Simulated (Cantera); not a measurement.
Charge: 1 mol Si₃N₄, 0.31 mol H₂O, at 1.33 mbar.

Equilibrium computed with Cantera from the NASA thermochemical tables; the gas is ideal and each condensed phase is pure. Candidate condensed phases: H₂O, Si, SiO₂, Si₂N₂O, Si₃N₄; 35 gas species. Mutual solubility and eutectic melting of coexisting phases are not modelled. Gases not in the tables: Si₂H₆ and higher silanes. Rates play no part.

Which condensed phases are stable at each of these points (T (°C)): 677, 777, 877, 977, 1077, 1177, 1277, 1377, 1477, 1577, 1677, 1777?


| T (°C) | condensed phases | Si condensed (%) |
|---|---|---|
| 677 | Si₂N₂O(s) + Si₃N₄(s) | 100.0 |
| 777 | Si₂N₂O(s) + Si₃N₄(s) | 100.0 |
| 877 | Si₂N₂O(s) + Si₃N₄(s) | 100.0 |
| 977 | Si₂N₂O(s) + Si₃N₄(s) | 100.0 |
| 1077 | Si₂N₂O(s) + Si₃N₄(s) | 100.0 |
| 1177 | Si₂N₂O(s) + Si₃N₄(s) | 100.0 |
| 1277 | Si₂N₂O(s) + Si₃N₄(s) | 100.0 |
| 1377 | Si(s) + Si₂N₂O(s) + Si₃N₄(s) | 99.6 |
| 1477 | Si(l) | 89.6 |
| 1577 | Si(l) | 89.2 |
| 1677 | Si(l) | 88.0 |
| 1777 | Si(l) | 83.9 |

From 677 °C to 1277 °C the condensed part is Si₂N₂O(s) + Si₃N₄(s). At 1377 °C the condensed part is Si(s) + Si₂N₂O(s) + Si₃N₄(s). From 1477 °C to 1777 °C the condensed part is Si(l).
